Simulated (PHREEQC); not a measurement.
## Leach liquor (model solution)

Make-up at 80 °C: 0.0099 mol/kgw H2SO4, 0.00078 mol/kgw Al2(SO4)3 and 8.8e-05 mol/kgw Fe2(SO4)3. Closed to the air; pH follows from the charge balance.

The numbers come from PHREEQC with the ion-association model, phreeqc.dat.

Each row changes one thing in this solution. This is a speciation only: nothing precipitates in the calculation.

| case | pH | ionic strength (mol/kgw) | HSO4- (mol/kgw) | SO4-2 (mol/kgw) | FeSO4+ (mol/kgw) | FeOH+2 (mol/kgw) | SI of Goethite (FeOOH) | SI of Hematite (Fe2O3) |
|---|---|---|---|---|---|---|---|---|
| as made | 1.98 | 0.0181 | 0.00806 | 0.00299 | 0.000119 | 3.41e-5 | +2.90 | +8.03 |
| 0.00083 mol/kgw FeCl2 added | 1.98 | 0.0202 | 0.00788 | 0.00296 | 0.000117 | 3.51e-5 | +2.90 | +8.02 |
| diluted 2-fold with water | 2.23 | 0.0103 | 0.00347 | 0.00209 | 4.76e-5 | 2.80e-5 | +3.37 | +8.97 |
| 0.0045 mol/kgw CO2 added | 1.98 | 0.0181 | 0.00806 | 0.00299 | 0.000119 | 3.41e-5 | +2.90 | +8.03 |
| Al2(SO4)3 left out | 1.96 | 0.0152 | 0.00748 | 0.00255 | 0.000118 | 3.50e-5 | +2.89 | +7.99 |

Some of these states are supersaturated (in Hematite (slow to form), Goethite (slow to form), for instance). Away from 25 °C the constants follow the database's enthalpies or fits; those with neither stay at their 25 °C values.
